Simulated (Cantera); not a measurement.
A Cantera script and its output.

```python
import numpy as np
import cantera as ct

surf = ct.Interface("ptcombust.yaml", "Pt_surf")
gas = surf.adjacent["gas"]
gas.TPX = 300, 44000, {'H2': 0.01, 'O2': 0.07, 'N2': 0.79}
jet = ct.ImpingingJet(gas=gas, width=0.092, surface=surf)
jet.inlet.mdot, jet.inlet.T, jet.inlet.X = 0.17, 300, {'H2': 0.01, 'O2': 0.07, 'N2': 0.79}
jet.set_refine_criteria(ratio=10, slope=0.2, curve=0.3)
show, cover = ['H2', 'O2', 'H2O', 'OH'], ["PT(S)", "H(S)", "O(S)", "OH(S)", "CO(S)", "C(S)"]

rows = []
print(f"{'Ts/K':>7s}" + "".join(f"{s:>11s}" for s in show + cover) + "   (gas at the wall, coverages)")
for i, Ts in enumerate([600, 650, 700, 750, 800, 850, 900]):
    jet.surface.T = Ts
    if i == 0:
        surf.TP = Ts, 44000
        surf.coverages = "PT(S):0.5, O(S):0.5"
        surf.advance_coverages(1.0)
        jet.set_initial_guess(products="inlet")
    jet.solve(loglevel=0, auto=(i == 0))
    rows.append([*(jet.X[gas.species_index(s), -1] for s in show), *surf[cover].coverages])
    print(f"{Ts:7g}" + "".join(f"{x:11.3e}" for x in rows[-1]))
```

Output:

```
   Ts/K         H2         O2        H2O         OH      PT(S)       H(S)       O(S)      OH(S)      CO(S)       C(S)   (gas at the wall, coverages)
    600  8.133e-04  6.886e-02  2.098e-02  6.395e-13  1.946e-02  5.936e-10  9.748e-01  5.745e-03  7.894e-20 -5.681e-31
    650  7.955e-04  6.888e-02  2.086e-02  8.207e-12  2.078e-02  8.430e-10  9.753e-01  3.883e-03  6.257e-20  1.074e-26
    700  7.039e-04  6.882e-02  2.090e-02  6.978e-11  2.463e-02  1.517e-09  9.724e-01  2.926e-03  4.577e-20  5.339e-26
    750  4.970e-04  6.862e-02  2.119e-02  3.971e-10  3.676e-02  3.981e-09  9.606e-01  2.584e-03  2.635e-20  1.469e-27
    800  3.090e-04  6.845e-02  2.145e-02  1.667e-09  6.193e-02  1.285e-08  9.356e-01  2.504e-03  5.503e-20  1.758e-27
    850  2.037e-04  6.836e-02  2.156e-02  5.643e-09  9.987e-02  3.826e-08  8.977e-01  2.427e-03  5.617e-20  9.226e-25
    900  1.405e-04  6.831e-02  2.160e-02  1.728e-08  1.479e-01  9.761e-08  8.498e-01  2.295e-03  1.085e-20 -1.016e-24
```

Cantera simulation using Deutschmann's 1995 Pt surface mechanism with GRI-Mech 3.0 gas chemistry; the numbers are that mechanism's predictions, not measurements. Catalytic surfaces can have several steady states; this one follows from the mechanism file's or the stated starting coverage.
